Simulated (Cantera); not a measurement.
Equilibrium for chemical vapour transport: TiO2 + HCl + O2 + H2O

A closed system holds: 1 mol TiO2, 0.016 mol HCl, 0.052 mol O2, 0.017 mol H2O, held at 5.30 bar.

These are equilibrium values from Cantera (NASA tables, ideal gas, pure condensed phases), not measurements of a reactor. Candidate condensed phases: H2O, Ti, TiCl2, TiCl3, TiCl4, TiO, TiO2, Ti2O3, Ti3O5, Ti4O7; 23 gas species. Condensed phases not in the tables: TiOCl. Gases not in the tables: TiO(OH)2. Equilibrium is a limit: real reactors are often held back by kinetics, nucleation or transport.

| T (K) | x O2 | x H2O | x HCl | x Cl2 | x Cl | x OH | x ClO | x HOCl | n TiO2(rutile) |
|---|---|---|---|---|---|---|---|---|---|
| 923 | 0.603 | 0.250 | 0.102 | 0.0453 | 1.03e-5 | 3.05e-8 | 1.44e-6 | 2.54e-5 | 1.00 |
| 998 | 0.605 | 0.240 | 0.119 | 0.0363 | 3.12e-5 | 1.47e-7 | 3.49e-6 | 3.49e-5 | 1.00 |
| 1073 | 0.606 | 0.232 | 0.133 | 0.0287 | 7.92e-5 | 5.68e-7 | 7.33e-6 | 4.50e-5 | 1.00 |
| 1148 | 0.607 | 0.225 | 0.145 | 0.0226 | 0.000175 | 1.84e-6 | 1.37e-5 | 5.51e-5 | 1.00 |
| 1223 | 0.608 | 0.220 | 0.154 | 0.0178 | 0.000347 | 5.18e-6 | 2.35e-5 | 6.50e-5 | 1.00 |
| 1298 | 0.609 | 0.216 | 0.161 | 0.0141 | 0.000629 | 1.30e-5 | 3.73e-5 | 7.45e-5 | 1.00 |
| 1373 | 0.609 | 0.213 | 0.166 | 0.0112 | 0.00106 | 2.93e-5 | 5.58e-5 | 8.34e-5 | 1.00 |
| 1448 | 0.609 | 0.211 | 0.169 | 0.00904 | 0.00168 | 6.11e-5 | 7.94e-5 | 9.18e-5 | 1.00 |
| 1523 | 0.609 | 0.209 | 0.171 | 0.00732 | 0.00253 | 0.000119 | 0.000109 | 9.94e-5 | 1.00 |
| 1598 | 0.609 | 0.208 | 0.173 | 0.00598 | 0.00365 | 0.000216 | 0.000143 | 0.000106 | 1.00 |
x: gas mole fraction; n: condensed amount in mol.

From 923 K to 1598 K the condensed part is TiO2(rutile).
